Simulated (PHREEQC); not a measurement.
PHREEQC input (Pitzer model, pitzer.dat):

```
SOLUTION 1
  temp 25
  units mol/kgw
  pH 7 charge
  C(4) 0.0641
  Na 0.1881
  S(6) 0.01
  Cl 0.061
  K 0.013
END
USE solution 1
INCREMENTAL_REACTIONS false
REACTION 1
  H2O -1
  0 9.886 18.011 24.689 30.178 34.689 38.397 41.444
  43.949 46.007 47.699 49.089 50.232 51.172 51.944 52.578
  53.1 53.528 53.88 54.17 54.408 54.603 54.764 54.896
  55.005 moles
EQUILIBRIUM_PHASES 1
  Arcanite 0 0
  Burkeite 0 0
  Glaserite 0 0
  Halite 0 0
  Kalicinite 0 0
  Mirabilite 0 0
  Misenite 0 0
  Nahcolite 0 0
  Natron 0 0
  Sylvite 0 0
  Thenardite 0 0
  Trona 0 0
SELECTED_OUTPUT 1
  -reset false
  -pH true
  -pe true
  -ionic_strength true
  -water true
  -activities H2O
  -totals C Cl K Na S
  -molalities H+ Na+ K+ Cl- CO3-2 SO4-2 OH- HCO3- CO2 HSO4-
  -equilibrium_phases Arcanite Burkeite Glaserite Halite Kalicinite Mirabilite Misenite Nahcolite Natron Sylvite
    Thenardite Trona
PRINT
  -reset false
END
```

Selected output (columns that matter, 12 of 25 rows; water left (kg) added in front):

```
water left (kg)	pH	mu	C	Cl	K	Na	S	m_H+	la_H2O	Burkeite	Halite	Natron	Sylvite	Trona
1	10.634	0.26648	0.0641	0.061	0.013	0.1881	0.01	3.593e-11	-0.0022429	0	0	0	0	0
0.675518	10.595	0.39482	0.09489	0.090301	0.019244	0.27845	0.014803	4.1697e-11	-0.0032658	0	0	0	0	0
0.45632	10.55	0.58479	0.14047	0.13368	0.028489	0.41221	0.021914	4.9244e-11	-0.004754	0	0	0	0	0
0.253354	10.469	1.0538	0.25301	0.24077	0.051312	0.74244	0.03947	6.4661e-11	-0.0083449	0	0	0	0	0
0.171148	10.406	1.5602	0.37453	0.35642	0.075958	1.0991	0.058429	7.7736e-11	-0.012162	0	0	0	0	0
0.115623	10.339	2.3098	0.55439	0.52758	0.11243	1.6268	0.086488	9.1663e-11	-0.017837	0	0	0	0	0
0.078096	10.27	3.4199	0.82078	0.78109	0.16646	2.4086	0.12805	1.0222e-10	-0.026597	0	0	0	0	0
0.0527657	10.208	5.0618	1.2148	1.1561	0.24637	3.5648	0.18952	1.0114e-10	-0.040956	0	0	0	0	0
0.0356506	10.164	7.492	1.798	1.7111	0.36465	5.2762	0.2805	7.979e-11	-0.066589	0	0	0	0	0
0.0195379	11.038	11.817	2.5041	3.1221	0.66537	8.2699	0.42631	4.1294e-12	-0.13682	0.0008354	0	0	0	0.0071702
0.0130983	11.637	13.898	3.3962	3.225	0.99249	9.3557	0.17389	9.8511e-13	-0.17187	0.0038611	0.018757	0	0	0.0078774
0.00474433	12.023	16.169	4.4357	2.5125	1.4735	10.15	0.12414	4.8162e-13	-0.19439	0.0047055	0.043071	0.022235	0.0060092	0.0080574
```

Species that the database lacks are ignored.
